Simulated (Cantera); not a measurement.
Feed: 1 mol HMDSO, 14 mol CO₂, 1.6 mol N₂, held at 1075 K and 0.0390 Torr.

Equilibrium computed with Cantera from the NASA thermochemical tables; the gas is ideal and each condensed phase is pure. Candidate condensed phases: C, C₆H₆, C₇H₈, C₈H₁₈, H₂O, Si, SiC, SiO₂, Si₂N₂O, Si₃N₄; 151 gas species. The feed counts by its element totals alone. Equilibrium is a limit: real reactors are often held back by kinetics, nucleation or transport.

Base state: CO 0.539, H₂ 0.245, CO₂ 0.115, N₂ 0.0523, H₂O 0.0486 (mole fractions); condensed: SiO₂(β-quartz).

### Question
What changes in the equilibrium state with this change: temperature from 1075 K to 925 K?

### Answer
```tsv
species	before	after
CO	0.539	0.523
H₂	0.245	0.262
CO₂	0.115	0.131
H₂O	0.0486	0.0324
N₂	0.0523	0.0523
SiO₂(β-quartz), mol	2.00	2.00
```

### Question
What changes in the equilibrium state with this change: temperature from 1075 K to 1398 K?

### Answer
```csv
species,before,after
CO,0.539,0.565
H₂,0.245,0.219
CO₂,0.115,0.0888
H₂O,0.0486,0.0746
N₂,0.0523,0.0523
H,1.01e-6,0.000307
"SiO₂(β-quartz), mol",2.00,2.00
```
The tables hold silica as quartz up to 1696 K and as liquid above; real silica turns to tridymite and cristobalite and melts near 1996 K.

### Question
What changes in the equilibrium state with this change: temperature from 1075 K to 900 K?

### Answer
| species | before | after |
|---|---|---|
| CO | 0.539 | 0.520 |
| H₂ | 0.245 | 0.265 |
| CO₂ | 0.115 | 0.134 |
| H₂O | 0.0486 | 0.0296 |
| N₂ | 0.0523 | 0.0523 |
| SiO₂(β-quartz), mol | 2.00 | 2.00 |
